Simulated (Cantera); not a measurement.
A perfectly stirred reactor is fed with H₂ : O₂ : N₂ = 1 : 0.417 : 1.57 (molar parts), equivalence ratio 1.2, at 10.0 bar; it is adiabatic with a 500 K inlet, and is followed from long to short residence time, starting on the burning branch (τ in s: 0.059, 0.032, 0.018, 0.0096, 0.0053, 0.0029, 0.0016, 0.00085, 0.00047, 0.00025, 0.00014, 7.6e-05, 4.1e-05).

Computed with Cantera and the H2/O2 subset of GRI-Mech 3.0, which has no nitrogen chemistry. The hydrogen kinetics of GRI-Mech 3.0 are dated; newer H2 mechanisms differ, most at raised pressure.

Q: Predict: blow-out, bracketed by the residence times tried; x(H₂) at τ = 59.0 ms; x(O₂) at τ = 59.0 ms; x(OH) at τ = 59.0 ms; x(HO₂) at τ = 59.0 ms; x(H) at τ = 59.0 ms; x(H₂) at τ = 1.60 ms; x(O₂) at τ = 1.60 ms; x(OH) at τ = 1.60 ms; x(HO₂) at τ = 1.60 ms; x(H) at τ = 1.60 ms.

A: 
| Property | Result |
|---|---|
| blow-out, bracketed by the residence times tried | burning at 41.0 µs, the shortest tried |
| x(H₂) at τ = 59.0 ms | 0.0648 |
| x(O₂) at τ = 59.0 ms | 0.000135 |
| x(OH) at τ = 59.0 ms | 0.00261 |
| x(HO₂) at τ = 59.0 ms | 2.02e-7 |
| x(H) at τ = 59.0 ms | 0.00244 |
| x(H₂) at τ = 1.60 ms | 0.0652 |
| x(O₂) at τ = 1.60 ms | 0.000353 |
| x(OH) at τ = 1.60 ms | 0.00336 |
| x(HO₂) at τ = 1.60 ms | 4.93e-7 |
| x(H) at τ = 1.60 ms | 0.00322 |
